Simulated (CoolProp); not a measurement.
Vapour-liquid equilibrium of benzene (1) + octamethylcyclotetrasiloxane (D4) (2) at 394.9 K; x and y are mole fractions of (1).

Model: multi-fluid Helmholtz-energy mixture model, Thol 2012 and Thol 2015; pair parameters Bell 2016, in CoolProp.

### Question
Give the bubble pressure and the first vapour's composition at x = 0.35, 0.5, 0.8. Is there an azeotrope?

### Answer
x = 0.35: 0.1134 MPa, y = 0.879; x = 0.5: 0.1564 MPa, y = 0.931; x = 0.8: 0.2462 MPa, y = 0.982. No azeotrope shows between x = 0.05 and 0.95.

The pair parameters rest on a limited set of measurements; away from them the model extrapolates.
